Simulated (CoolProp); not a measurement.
Computed with CoolProp (reference Helmholtz-energy equation of state, Lemmon 2009).

Q: Give the vapour pressure (bar), vapour Z, surface tension (mN/m), liquid viscosity (µPa s) of saturated propane at 192.9 K.

A: 
```csv
T (K),p (bar),vapour Z,surface tension (mN/m),liquid viscosity (µPa s)
192.9,0.128,0.992,20.8,317
```

Viscosity comes from a separate model (Vogel 1998). Surface tension comes from a separate correlation (Mulero 2012).
